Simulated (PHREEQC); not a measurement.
Hard or scaling water: an equilibrium model

A solution holds 17 mmol/kgw MgCl2, 1.6 mmol/kgw Na2SO4 and 0.44 mmol/kgw H4SiO4, at 25 °C. Closed to the air; pH follows from the charge balance.

Equilibrium calculation in PHREEQC: ion-association model, wateq4f.dat.

Each row changes one thing in this solution. No solid was allowed to form.

```
case                                  pH  Mg+2 (mol/kgw)  SO4-2 (mol/kgw)  MgSO4 (mol/kgw)  NaSO4- (mol/kgw)  H3SiO4- (mol/kgw)  SI of Chalcedony (SiO2)
----------------------------------  ----  --------------  ---------------  ---------------  ----------------  -----------------  -----------------------
as made                             6.49          0.0163         0.000877         0.000717           6.33e-6            2.51e-7                    +0.20
diluted 100-fold with water         6.97        0.000170          1.55e-5          4.98e-7           2.23e-9            6.29e-9                    -1.81
0.00047 mol/kgw KCl added           6.49          0.0163         0.000878         0.000715           6.32e-6            2.51e-7                    +0.20
diluted 2-fold with water           6.61         0.00821         0.000504         0.000294           2.19e-6            1.57e-7                    -0.10
MgCl2 from 0.017 to 0.0255 mol/kgw  6.47          0.0247         0.000799         0.000795           5.13e-6            2.46e-7                    +0.20
```

Some of these states are supersaturated (in Quartz (slow to form), Chalcedony (slow to form), for instance).
